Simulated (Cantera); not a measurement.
Input: 1 mol H2S, 0.039 mol H2O, 1.1 mol H2, equilibrated at 1000 K and 0.0133 bar.

Cantera equilibrium calculation (NASA polynomials, part measured and part estimated; ideal gas, pure solids and liquids). Candidate condensed phases: H2O, H2SO4, S; 19 gas species. Gases not in the tables: S3 to S7. Kinetics and transport are ignored.

**Question.** What is the equilibrium state?

**Answer.** 
* **x(H2)**: 0.519
* **x(H2S)**: 0.460
* **x(H2O)**: 0.0182
* **x(S2)**: 0.00319
* **x(SH)**: 3.33e-5
* **gas amount**: 2.146 mol
* **log10 activity of S(l) (absent)**: -2.55
* **log10 activity of H2SO4(l) (absent)**: -28.80
